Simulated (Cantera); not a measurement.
Cantera run:

```python
import numpy as np
import cantera as ct

gas_names = [...]  # 47 gases of nasa_gas.yaml made of Cl, H, N, O, Si
cond_names = """
    H2O(s) H2O(L) NH4CL(a) NH4CL(b) Si(cr) Si(L) SiO2(Lqz) SiO2(hqz) SiO2(L) Si2N2O(s) Si3N4(a)
""".split()


# ... load() reads the species with a 1 bar reference pressure and builds the phases ...
atoms = {
    'SiH2Cl2': {'Si': 1, 'H': 2, 'CL': 2},
    'N2O': {'N': 2, 'O': 1},
}
top_T = {'Si2N2O(s)': 2100, 'Si3N4(a)': 2400}  # K; cautious upper limits of use, not melting points


# ... equilibrate(T, P, feed) seeds the gas with the atoms and calls Mixture.equilibrate('TP', solver="vcs", rtol=1e-11, max_steps=5000) ...
results = []
T = 1950  # K
P = 1333.22  # Pa
for m in [0.64, 1.1, 1.7, 2.8, 4.7, 7.6, 13, 21]:
    feed = {'SiH2Cl2': 1, 'N2O': m}  # mol
    mix = equilibrate(T, P, feed)
    results.append((T, P, feed, dict(zip(mix.species_names, mix.species_moles))))

top = {s: max(r[3][s] / sum(r[3][g] for g in gas_names) for r in results) for s in gas_names}
cols = sorted((s for s in top if top[s] > 1e-05), key=lambda s: -top[s])[:5]
seen = [c for c in cond_names if any(r[3].get(c, 0) > 1e-12 for r in results)]
print("log10 of partial pressures in bar; condensed amounts in mol")
print(f"{'n(N2O)':>10s}" + "".join(f"{s[:9]:>10s}" for s in cols + seen))
for T, P, feed, n in results:
    ng = sum(n[g] for g in gas_names)
    print(f"{feed['N2O']:10.4g}" + "".join(f"{np.log10(max(n[s] / ng * P / 1e5, 1e-99)):10.3f}" for s in cols)
          + "".join(f"{n.get(c, 0):10.4g}" for c in seen))
```

It prints:

```
log10 of partial pressures in bar; condensed amounts in mol
    n(N2O)        N2       HCL        O2       SiO        H2   SiO2(L)
      0.64    -2.587    -2.299   -15.835    -2.587    -2.820         0
       1.1    -2.436    -2.211   -11.302    -2.548    -3.607    0.1248
       1.7    -2.253    -2.210   -10.368    -3.015    -3.718     0.702
       2.8    -2.157    -2.442    -3.202    -6.598    -5.284    0.9999
       4.7    -2.121    -2.679    -2.733    -6.833    -5.601    0.9998
       7.6    -2.098    -2.904    -2.571    -6.913    -5.807    0.9998
        13    -2.081    -3.165    -2.479    -6.959    -6.016    0.9997
        21    -2.071    -3.408    -2.433    -6.982    -6.197    0.9995
```

Method: chemical equilibrium by Gibbs-energy minimisation in Cantera with the NASA 1993 tables (ideal gas, pure condensed phases). The tables' values for SiCl3, SiCl are old estimates; treat these amounts as uncertain. The tables hold silica as quartz up to 1696 K and as liquid above; real silica turns to tridymite and cristobalite and melts near 1996 K.
